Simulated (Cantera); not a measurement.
Input (Python, Cantera):

```python
import numpy as np
import cantera as ct

gas = ct.Solution("gri30.yaml")


def delay(T, t_max=10):
    gas.TPX = T, 3000000, {'CH4': 1, 'C2H6': 0.071, 'O2': 3.21, 'N2': 18.3}
    reactor = ct.IdealGasConstPressureReactor(gas, clone=False)
    net = ct.ReactorNet([reactor])
    net.rtol, net.atol = 1e-8, 1e-16
    while net.time < t_max:
        t_old, T_old = net.time, reactor.T
        net.step()
        if reactor.T > T + 400:  # ignition: a rise of 400 K
            return t_old + (T + 400 - T_old) / (reactor.T - T_old) * (net.time - t_old)
    return np.nan


taus = []
for T in [1225, 1275, 1325, 1375, 1425, 1475, 1525, 1575]:
    taus.append(delay(T))
    print(f"T0 = {T:6g} K   tau = {taus[-1]:.4e} s")
```

Output:

```
T0 =   1225 K   tau = 5.5770e-04 s
T0 =   1275 K   tau = 3.2196e-04 s
T0 =   1325 K   tau = 1.9395e-04 s
T0 =   1375 K   tau = 1.2088e-04 s
T0 =   1425 K   tau = 7.7413e-05 s
T0 =   1475 K   tau = 5.0670e-05 s
T0 =   1525 K   tau = 3.3772e-05 s
T0 =   1575 K   tau = 2.2873e-05 s
```

Detailed kinetics in Cantera: GRI-Mech 3.0 (53 species, 325 reactions). The pressure lies above the range GRI-Mech 3.0 was tuned for (to about 10 atm).
